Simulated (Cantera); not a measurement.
Source: NASA polynomial tables (part measured, part estimated), evaluated in Cantera. Values are per mole of reaction as written; species without (g) are pure solids or liquids, kept so even where they would boil at 1 bar.

12 OH(g) + Cr2N → N(g) + 2 CrO3(g) + 6 H2O(g)

| T (K) | ΔH° (kJ) | ΔS° (J/K) | ΔG° (kJ) | log10 K |
|---|---|---|---|---|
| 300 | -1910.8 | -451.7 | -1775.3 | 309.11 |
| 1248 | -1954.7 | -527.7 | -1296.1 | 54.25 |
| 1298 | -1956.3 | -528.9 | -1269.7 | 51.10 |
| 1348 | [?] | [?] | [?] | [?] |
| 1398 | -1959.5 | -531.3 | -1216.7 | 45.46 |
| 1448 | [?] | [?] | [?] | [?] |
| 1498 | -1962.8 | -533.6 | -1163.5 | 40.57 |
| 1548 | -1964.5 | -534.7 | -1136.8 | 38.36 |
| 1598 | [?] | [?] | [?] | [?] |

Q: Some entries are withheld; supply them.

A: 
- 1348, ΔH° (kJ): -1957.9
- 1348, ΔS° (J/K): -530.2
- 1348, ΔG° (kJ): -1243.2
- 1348, log10 K: 48.17
- 1448, ΔH° (kJ): -1961.2
- 1448, ΔS° (J/K): -532.5
- 1448, ΔG° (kJ): -1190.1
- 1448, log10 K: 42.93
- 1598, ΔH° (kJ): -1966.2
- 1598, ΔS° (J/K): -535.8
- 1598, ΔG° (kJ): -1110.0
- 1598, log10 K: 36.28
